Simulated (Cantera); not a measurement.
Input: 1 mol Cu2O, 1.2 mol C, 19 mol H2, at 1923 K.

These are equilibrium values from Cantera (NASA tables, ideal gas, pure condensed phases), not measurements of a reactor. Candidate condensed phases: C, C6H6, C7H8, C8H18, Cu, CuO, Cu(OH)2, Cu2O, H2O; 113 gas species. Equilibrium is a limit: real reactors are often held back by kinetics, nucleation or transport.

Question: At 7.50 Torr, list the 4 most abundant gas species with their mole fractions, and the condensed phases.

Answer: H2 0.855, Cu 0.0903, CO 0.0453, H 0.00871. Condensed: C(graphite).
